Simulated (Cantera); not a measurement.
What does this Cantera script print?

```python
import numpy as np
import cantera as ct

gas = ct.Solution("h2o2.yaml")
gas.TPX = 1025, 13332, {'H2': 1.9, 'O2': 1, 'N2': 13}
reactor = ct.IdealGasConstPressureReactor(gas, energy="off", clone=False)
net = ct.ReactorNet([reactor])
net.rtol, net.atol = 1e-08, 1e-18
show = ['H2', 'O2', 'HO2', 'O', 'OH', 'H2O', 'H2O2']
times = np.geomspace(0.0003, 100, 9)

steps = ct.SolutionArray(gas, extra=["t"])
rows = []
print(f"{'t/s':>10s}{'T/K':>9s}{'P/Pa':>11s}" + "".join(f"{s:>11s}" for s in show))
for t in times:
    while net.time < t:
        t_next = net.step()
        steps.append(gas.state, t=t_next)
    rows.append([np.interp(t, steps.t, y) for y in (steps.T, steps.P, *steps(*show).X.T)])
    print(f"{t:10.3e}{rows[-1][0]:9.1f}{rows[-1][1]:11.4g}" + "".join(f"{x:11.3e}" for x in rows[-1][2:]))
rate = np.gradient(steps.T, steps.t)
print("integrator steps:", len(steps.t))
if steps.T.max() > steps.T[0] + 200:
    print(f"time of steepest temperature rise: {steps.t[rate.argmax()]:.4e} s")
gas.TPX = 1025, 13332, {'H2': 1.9, 'O2': 1, 'N2': 13}
gas.equilibrate("TP")
print(f"equilibrium (TP): T = {gas.T:.1f} K  " + "  ".join(f"{s} {gas[s].X[0]:.3e}" for s in show))
```

Output:

```
       t/s      T/K       P/Pa         H2         O2        HO2          O         OH        H2O       H2O2
 3.000e-04   1025.0  1.333e+04  1.195e-01  6.289e-02  5.442e-10  1.780e-10  6.490e-11  1.542e-09  1.200e-12
 1.471e-03   1025.0  1.333e+04  1.194e-01  6.286e-02  2.780e-06  4.790e-06  1.823e-06  5.429e-05  7.524e-09
 7.208e-03   1025.0  1.333e+04  6.193e-03  7.676e-03  1.411e-06  5.901e-04  4.375e-04  1.163e-01  1.905e-07
 3.533e-02   1025.0  1.333e+04  1.030e-03  3.877e-03  6.899e-07  4.700e-05  1.145e-04  1.258e-01  2.281e-07
 1.732e-01   1025.0  1.333e+04  8.331e-05  3.379e-03  3.176e-07  2.835e-06  2.703e-05  1.270e-01  1.327e-07
 8.490e-01   1025.0  1.333e+04  4.212e-06  3.345e-03  3.238e-08  1.419e-07  6.294e-06  1.271e-01  1.798e-08
 4.162e+00   1025.0  1.333e+04  2.493e-07  3.344e-03  2.264e-09  1.132e-08  1.807e-06  1.271e-01  1.946e-09
 2.040e+01   1025.0  1.333e+04  2.823e-08  3.344e-03  2.787e-10  1.549e-09  6.690e-07  1.271e-01  2.896e-10
 1.000e+02   1025.0  1.333e+04  4.915e-09  3.344e-03  6.208e-11  2.841e-10  2.863e-07  1.271e-01  5.470e-11
integrator steps: 2444
equilibrium (TP): T = 1025.0 K  H2 1.096e-09  O2 3.344e-03  HO2 4.200e-11  O 5.261e-11  OH 1.231e-07  H2O 1.271e-01  H2O2 1.033e-11
```

Model: the H2/O2 subset of GRI-Mech 3.0, which has no nitrogen chemistry, integrated in Cantera. Radical loss at walls, strong at low pressure, is not modelled. The temperature is held fixed by assumption; the heat of reaction is taken as removed at once.
